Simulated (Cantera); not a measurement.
Thermodynamics of silicon nitride deposition, feed SiH4 + NH3 + N2

Feed: 1 mol SiH4, 2.9 mol NH3, 42 mol N2, equilibrated at 2000 K and 0.240 bar.

Cantera equilibrium calculation (NASA polynomials, part measured and part estimated; ideal gas, pure solids and liquids). Candidate condensed phases: Si, Si3N4; 18 gas species. The tables' values for SiN are old estimates; treat these amounts as uncertain. Gases not in the tables: Si2H6 and higher silanes. Equilibrium is a limit: real reactors are often held back by kinetics, nucleation or transport.

```yaml
x(N2): 0.870
x(H2): 0.129
x(H): 0.00119
x(Si): 0.000155
x(Si2N): 2.06e-5
x(SiH): 1.84e-5
x(SiN): 1.84e-5
x(SiH2): 1.16e-5
x(Si2): 1.37e-6
n(Si3N4(s)): 0.329 mol
gas_amount: 49.18 mol
log10 activity of Si(l) (absent): -0.07
```
